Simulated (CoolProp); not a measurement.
Vapour-liquid equilibrium of ethylbenzene (1) + m-xylene (2) at 400.1 K; x and y are mole fractions of (1).

Values from CoolProp's multi-fluid Helmholtz-energy mixture model, Zhou 2012 and Zhou 2012; pair parameters Bell 2016.

| x | bubble pressure (bar) | y at the bubble point | dew pressure at overall composition x (bar) | liquid density (mol/L) |
|---|---|---|---|---|
| 0.05 | 0.7274 | 0.055 | 0.7271 | 7.227 |
| 0.15 | 0.7348 | 0.162 | 0.7340 | 7.226 |
| 0.25 | 0.7419 | 0.267 | 0.7407 | 7.227 |
| 0.35 | 0.7487 | 0.370 | 0.7474 | 7.228 |
| 0.45 | 0.7553 | 0.470 | 0.7539 | 7.229 |
| 0.55 | 0.7615 | 0.569 | 0.7603 | 7.231 |
| 0.65 | 0.7675 | 0.667 | 0.7665 | 7.234 |
| 0.75 | 0.7731 | 0.763 | 0.7724 | 7.237 |
| 0.85 | 0.7785 | 0.858 | 0.7780 | 7.240 |
| 0.95 | 0.7835 | 0.953 | 0.7833 | 7.245 |

No azeotrope shows between x = 0.05 and 0.95.

The pair parameters rest on a limited set of measurements; away from them the model extrapolates.
